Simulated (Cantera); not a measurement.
An isothermal, constant-pressure homogeneous reactor starts with C₂H₆ : H₂ = 1 : 4.6 (molar parts), at 1325 K and 760 Torr.

Detailed kinetics in Cantera: GRI-Mech 3.0 (53 species, 325 reactions). GRI-Mech 3.0 stops at C3 and has no aromatics, soot or wall deposition, so with more carbon than oxygen in the feed, carbon stays in small species such as C2H2 where larger ones or solid carbon would form.

One state of this run: x C₂H₆ = 0.00301; x H₂ = 0.813; x C₂H = 1.39e-10; x C₂H₂ = 0.0184; x CH₄ = 0.0650; x CH₃ = 1.90e-5; x C₂H₄ = 0.100. x: mole fraction; the columns are a selection and need not sum to one.

Problem. Which value of t (s) does it belong to?
A. 1.78e-5
B. 2.00e-6
C. 0.0126
D. 0.335

Solution. C, 0.0126
